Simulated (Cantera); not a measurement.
Charge: 1 mol SiCl4, 2.9 mol Cl2, 18 mol H2, at 13300 Pa.

These are equilibrium values from Cantera (NASA tables, ideal gas, pure condensed phases), not measurements of a reactor. Candidate condensed phases: Si; 19 gas species. The tables' values for SiCl3 are old estimates; treat these amounts as uncertain. The numbers say what is thermodynamically allowed, not how fast it happens.

x: gas mole fraction; nothing condenses.

| T (°C) | x H2 | x HCl | x SiCl4 | x SiCl2 | x SiCl3 |
|---|---|---|---|---|---|
| 302 | 0.689 | 0.265 | 0.0457 | <1e-12 | 7.25e-12 |
| 402 | 0.689 | 0.265 | 0.0456 | <1e-12 | 1.79e-9 |
| 502 | 0.689 | 0.265 | 0.0456 | ___ | 1.04e-7 |
| 602 | 0.689 | 0.265 | 0.0454 | 7.06e-9 | 2.35e-6 |
| 702 | 0.689 | 0.266 | 0.0450 | 4.77e-7 | 2.75e-5 |
| 802 | 0.688 | 0.266 | 0.0440 | 1.42e-5 | 0.000199 |
| 902 | 0.686 | 0.269 | 0.0419 | 0.000224 | 0.000979 |
| 1002 | 0.680 | 0.275 | ___ | ___ | 0.00333 |
| 1102 | 0.664 | 0.290 | 0.0253 | 0.00900 | 0.00704 |

**Question.** Complete the blanks.

**Answer.** 
- 502, x SiCl2: 3.38e-11
- 1002, x SiCl4: 0.0365
- 1002, x SiCl2: 0.00198
